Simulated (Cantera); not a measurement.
# CuO + CH₄ + H₂ + CO (carbothermic reduction)

Input: 1 mol CuO, 0.87 mol CH₄, 2.1 mol H₂, 4.7 mol CO, at 1775 °C and 0.720 bar.

Equilibrium computed with Cantera from the NASA thermochemical tables; the gas is ideal and each condensed phase is pure. Candidate condensed phases: C, C₆H₆, C₇H₈, C₈H₁₈, Cu, CuO, Cu(OH)₂, Cu₂O, H₂O; 113 gas species. The numbers say what is thermodynamically allowed, not how fast it happens.

```json
{
  "x(CO)": "0.583",
  "x(H₂)": "0.393",
  "x(H₂O)": "0.0104",
  "x(Cu)": "0.00925",
  "x(CO₂)": "0.00325",
  "x(H)": "0.00166",
  "x(Cu₂)": "4.49e-5",
  "x(OH)": "4.79e-6",
  "n(Cu(l))": "0.911 mol",
  "gas_amount": "9.506 mol",
  "log10 activity of C(graphite) (absent)": "-2.81"
}
```
